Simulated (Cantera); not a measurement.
Premixed flame

A freely propagating, adiabatic, planar premixed flame of H2 : O2 : N2 = 1 : 0.294 : 1.11 (molar parts), unburnt at 425 K and 1.00 bar; mixture-averaged transport, grid criteria slope 0.08 and curve 0.16, no radiation.

Detailed kinetics in Cantera: the H2/O2 subset of GRI-Mech 3.0, which has no nitrogen chemistry. Burning velocities carry a grid error of a few per cent, more on coarse grids.

```csv
z (mm),T (K),u (m/s),x H2,x O2,x H,x O,x HO2,x OH
-1.16,425,5.21,0.416,0.122,<1e-8,<1e-8,<1e-8,<1e-8
-0.774,425,5.21,0.416,0.122,<1e-8,<1e-8,<1e-8,<1e-8
-0.581,425,5.21,0.416,0.122,<1e-8,<1e-8,<1e-8,<1e-8
-0.387,425,5.21,0.416,0.122,<1e-8,<1e-8,7.73e-8,<1e-8
-0.194,444,5.41,0.412,0.123,3.87e-5,3.90e-6,0.000199,3.31e-5
-0.0968,723,8.57,0.376,0.116,0.00636,0.000236,0.000233,0.000944
0,1166,13.4,0.281,0.0816,0.0408,0.00300,8.40e-5,0.00210
0.0968,1464,16.7,0.187,0.0273,0.0758,0.00477,2.60e-5,0.00480
0.194,1601,18.1,0.158,0.00709,0.0825,0.00341,6.48e-6,0.00583
0.387,1726,19.4,0.157,0.00197,0.0729,0.00245,1.74e-6,0.00654
0.774,1850,20.6,0.165,0.00124,0.0576,0.00178,1.05e-6,0.00667
1.55,1971,21.7,0.172,0.000739,0.0423,0.00110,6.25e-7,0.00610
3.10,2073,22.7,0.179,0.000378,0.0291,0.000580,3.41e-7,0.00496
```
x: mole fraction of selected species; z is measured from the peak of heat release.

- laminar burning velocity = 521 cm/s
- thermal thickness = 0.387 mm
- peak x(H) = 0.0827
- peak x(O) = 0.00489
- peak x(HO2) = 0.000411
- peak x(OH) = 0.00670
